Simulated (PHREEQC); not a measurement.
A solution holds 0.21 mol/kgw H3BO3, 0.00015 mol/kgw K2HPO4 and 0.21 mol/kgw KCl, at 80 °C. Closed to the air; pH follows from the charge balance.

Model: ion-association model, phreeqc.dat, run in PHREEQC.

No solid was allowed to form.

Question: Order these P species by the share of P that they hold, largest first: KHPO4-, H2PO4-, HPO4-2.

Answer: H2PO4- (92 %), HPO4-2 (7.2 %), KHPO4- (0.71 %)

The pH is 5.54 and the ionic strength 0.210 mol/kgw. Away from 25 °C the constants follow the database's enthalpies or fits; those with neither stay at their 25 °C values.
